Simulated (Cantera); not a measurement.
Feed: 1 mol Fe, 0.039 mol CO₂, 1.9 mol H₂, held at 1400 °C and 11.0 bar.

Method: chemical equilibrium by Gibbs-energy minimisation in Cantera with the NASA 1993 tables (ideal gas, pure condensed phases). Candidate condensed phases: C, C₆H₆, C₇H₈, C₈H₁₈, Fe, Fe(CO)₅, FeO, Fe(OH)₂, Fe(OH)₃, Fe₂O₃, Fe₃O₄, H₂O; 114 gas species. Rates play no part.

Base state: H₂ 0.960, H₂O 0.0201, CO 0.0199, CO₂ 0.000126, CH₄ 7.24e-5, H 3.37e-5 (mole fractions); condensed: Fe(δ).

What changes in the equilibrium state with this change: CO₂ from 0.039 to 4.2 mol?


| species | before | after |
|---|---|---|
| CO | 0.0199 | 0.388 |
| CO₂ | 0.000126 | 0.301 |
| H₂O | 0.0201 | 0.224 |
| H₂ | 0.960 | 0.0874 |
| Fe(OH)₂ | 5.91e-8 | 1.49e-5 |
| CH₄ | 7.24e-5 | 9.55e-8 |
| H | 3.37e-5 | 1.02e-5 |
| Fe(δ), mol | 1.000 | 0 |
| FeO(l), mol | 0 | 1.000 |
The tables' stoichiometric FeO is somewhat more stable than real wüstite, so its field is too wide. FeO: taken at fixed stoichiometry.

What changes in the equilibrium state with this change: CO₂ from 0.039 to 0.49 mol?


```
species       before    after
----------  --------  -------
H₂             0.960    0.607
H₂O           0.0201    0.188
CO            0.0199    0.188
CO₂         0.000126   0.0175
CH₄          7.24e-5  1.85e-5
H            3.37e-5  2.68e-5
Fe(δ), mol     1.000    1.000
```
